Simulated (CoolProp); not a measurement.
Vapour-liquid equilibrium of R125 (1) + propylene (2) at 1490 kPa; x and y are mole fractions of (1).

The numbers come from the multi-fluid Helmholtz-energy mixture model, Lemmon 2005 and Lemmon 2013; pair parameters Bell 2016 in CoolProp.

| x | bubble temperature (K) | y at the bubble point | dew temperature at overall composition x (K) | liquid density (mol/L) |
|---|---|---|---|---|
| 0.05 | 305.7 | 0.096 | 307.2 | 11.50 |
| 0.2 | 300.0 | 0.294 | 302.6 | 11.20 |
| 0.35 | 297.2 | 0.423 | 298.7 | 10.87 |
| 0.5 | 296.0 | 0.529 | 296.2 | 10.56 |
| 0.65 | 295.9 | 0.634 | 295.9 | 10.29 |
| 0.8 | 296.9 | 0.758 | 297.5 | 10.07 |
| 0.95 | 299.7 | 0.928 | 300.1 | 9.841 |

y crosses x between x = 0.5 and 0.65: the model has an azeotrope there.

The pair parameters rest on a limited set of measurements; away from them the model extrapolates.
